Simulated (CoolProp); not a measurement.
Properties of nitrous oxide at several states.

The numbers come from the reference Helmholtz-energy equation of state, Lemmon 2006 in CoolProp. It is a short technical equation, of lower accuracy than the large ones.

```csv
T (K),p (kPa),phase,speed of sound (m/s),Joule-Thomson coefficient (K/MPa)
265.4,27.5,gas,253.9,[?]
206.6,44.8,gas,226.4,27.36
252.7,90.1,gas,247.5,[?]
460.1,15.2,gas,326.8,[?]
```

Question: Some entries are withheld; supply them.

Answer: 
- 265.4, Joule-Thomson coefficient (K/MPa): 14.28
- 252.7, Joule-Thomson coefficient (K/MPa): 16.17
- 460.1, Joule-Thomson coefficient (K/MPa): 4.114
